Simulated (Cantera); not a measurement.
Charge: 1 mol CaO, 10 mol O2, 0.93 mol N2, held at 1248 K and 10000 Pa.

Cantera equilibrium calculation (NASA polynomials, part measured and part estimated; ideal gas, pure solids and liquids). Candidate condensed phases: Ca, CaO; 12 gas species. Kinetics and transport are ignored.

Base state: O2 0.915, N2 0.0850, NO 0.000191 (mole fractions); condensed: CaO(s).

Task: What changes in the equilibrium state with this change: CaO replaced by CaCO3?

Result: 
```tsv
species	before	after
O2	0.915	0.838
CO2	0	0.0838
N2	0.0850	0.0779
NO	0.000191	0.000175
CaO(s), mol	1.00	1.00
```
Further candidate phases: C, CaCO3.
